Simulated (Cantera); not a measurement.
**Stirred combustor or abatement burner**

A perfectly stirred reactor is fed with 10.8 % CO, 16.2 % H2, 0.400 % CH4, 14.7 % O2, 55.4 % N2, 2.48 % H2O, equivalence ratio 0.97, at 500000 Pa; it is adiabatic with a 425 K inlet, and is followed from long to short residence time, starting on the burning branch (τ in s: 0.032, 0.016, 0.0078, 0.0038, 0.0019, 0.00091, 0.00045, 0.00022, 0.00011, 5.2e-05, 2.6e-05, 1.3e-05).

Computed with Cantera and GRI-Mech 3.0 (53 species, 325 reactions).

| τ (s) | T (K) | x CO | x H2 | x CH4 | x C2H6 | x CH2 |
|---|---|---|---|---|---|---|
| 0.032 | 2418 | 0.0129 | 0.00406 | 8.08e-8 | <1e-12 | 3.69e-9 |
| 0.016 | 2415 | 0.0132 | 0.00416 | 1.56e-7 | <1e-12 | 7.20e-9 |
| 0.0078 | 2410 | 0.0138 | 0.00436 | 3.00e-7 | <1e-12 | 1.41e-8 |
| 0.0038 | 2399 | 0.0150 | 0.00475 | 5.61e-7 | <1e-12 | 2.68e-8 |
| 0.0019 | 2380 | 0.0168 | 0.00539 | 9.87e-7 | <1e-12 | 4.75e-8 |
| 0.00091 | 2348 | 0.0197 | 0.00645 | 1.72e-6 | <1e-12 | 8.18e-8 |
| 0.00045 | 2304 | 0.0234 | 0.00790 | 2.86e-6 | 2.33e-12 | 1.29e-7 |
| 0.00022 | 2245 | 0.0280 | 0.00980 | 4.76e-6 | 5.93e-12 | 1.92e-7 |
| 0.00011 | 2174 | 0.0331 | 0.0120 | 7.96e-6 | 1.47e-11 | 2.67e-7 |
| 5.2e-5 | 2081 | 0.0393 | 0.0148 | 1.45e-5 | 4.18e-11 | 3.63e-7 |
| 2.6e-5 | 1976 | 0.0464 | 0.0177 | 2.75e-5 | 1.26e-10 | 4.65e-7 |
| 1.3e-5 | 1847 | 0.0562 | 0.0208 | 5.96e-5 | 4.93e-10 | 5.86e-7 |
x: mole fraction; the columns are a selection and need not sum to one.
